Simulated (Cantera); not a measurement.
Charge: 1 mol Ta(OEt)5, 13 mol H2O, 4 mol H2, held at 0.180 Pa.

Cantera equilibrium calculation (NASA polynomials, part measured and part estimated; ideal gas, pure solids and liquids). Candidate condensed phases: C, C6H6, C7H8, C8H18, H2O, Ta, TaC, Ta2O5; 113 gas species. The feed counts by its element totals alone. Rates play no part.

### Question
Which condensed phases are stable at each of these points (T (°C)): 527, 727, 927, 1127, 1327, 1527, 1727, 1927, 2127, 2327, 2527?

### Answer
```tsv
T (°C)	condensed phases	Ta condensed (%)
527	Ta2O5(s)	100.0
727	Ta2O5(s)	100.0
927	Ta2O5(s)	100.0
1127	Ta2O5(s)	100.0
1327	Ta2O5(s)	100.0
1527	Ta2O5(s)	97.1
1727	gas only	0.0
1927	gas only	0.0
2127	gas only	0.0
2327	gas only	0.0
2527	gas only	0.0
```

From 527 °C to 1527 °C the condensed part is Ta2O5(s). From 1727 °C to 2527 °C nothing is condensed.
